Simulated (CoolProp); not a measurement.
Vapour-liquid equilibrium of dimethyl ether (1) + n-perfluorobutane (2) at 282.6 K; x and y are mole fractions of (1).

Model: multi-fluid Helmholtz-energy mixture model, Wu 2011 and Gao 2022; pair parameters Bell 2016, in CoolProp.

Question: Give the bubble pressure and the first vapour's composition at x = 0.05, 0.65, 0.95. Is there an azeotrope?

Answer: x = 0.05: 0.2168 MPa, y = 0.292; x = 0.65: 0.4510 MPa, y = 0.728; x = 0.95: 0.4138 MPa, y = 0.858. y crosses x between x = 0.65 and 0.75: the model has an azeotrope there.

The pair parameters rest on a limited set of measurements; away from them the model extrapolates. With so large a gap from Raoult's law the liquid may split in two, which this calculation doesn't test in full.
